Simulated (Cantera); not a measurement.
Feed: 1 mol CaCO3, 0.045 mol C, 0.017 mol O2, 0.19 mol H2O, held at 2025 K.

Equilibrium computed with Cantera from the NASA thermochemical tables; the gas is ideal and each condensed phase is pure. Candidate condensed phases: C, C6H6, C7H8, C8H18, Ca, CaCO3, CaO, Ca(OH)2, H2O; 115 gas species. Rates play no part.

log p: log10 of the partial pressure in bar; n: condensed amount in mol.

| P (Pa) | log p CO2 | log p CO | log p H2O | log p O2 | log p O | log p H | log p OH | log p H2 | n CaO(s) |
|---|---|---|---|---|---|---|---|---|---|
| 10 | -4.32 | -4.61 | -5.00 | -5.01 | -5.60 | -5.69 | -5.72 | -5.95 | 1.000 |
| 42 | -3.61 | -4.12 | -4.29 | -4.55 | -5.37 | -5.45 | -5.25 | -5.48 | 1.000 |
| 180 | -2.92 | -3.64 | -3.62 | -4.13 | -5.16 | -5.22 | -4.81 | -5.01 | 1.000 |
| 750 | -2.26 | -3.17 | -2.97 | -3.76 | -4.97 | -4.99 | -4.39 | -4.55 | 1.000 |
| 3200 | -1.61 | -2.67 | -2.33 | -3.45 | -4.82 | -4.75 | -3.99 | -4.06 | 1.000 |
| 13000 | ? | ? | ? | ? | ? | ? | ? | ? | 1.000 |
| 56000 | -0.35 | -1.58 | -1.07 | -3.11 | -4.65 | -4.20 | -3.28 | -2.98 | 1.000 |
| 240000 | ? | ? | ? | -3.07 | -4.63 | ? | ? | ? | 1.000 |
| 1000000 | 0.90 | -0.36 | 0.18 | -3.05 | -4.62 | -3.59 | -2.64 | -1.75 | 1.000 |

### Question
Fill in the missing entries.

### Answer

- 13000, log p CO2: -0.99
- 13000, log p CO: -2.16
- 13000, log p H2O: -1.71
- 13000, log p O2: -3.23
- 13000, log p O: -4.71
- 13000, log p H: -4.49
- 13000, log p OH: -3.63
- 13000, log p H2: -3.55
- 240000, log p CO2: 0.28
- 240000, log p CO: -0.97
- 240000, log p H2O: -0.44
- 240000, log p H: -3.90
- 240000, log p OH: -2.95
- 240000, log p H2: -2.36
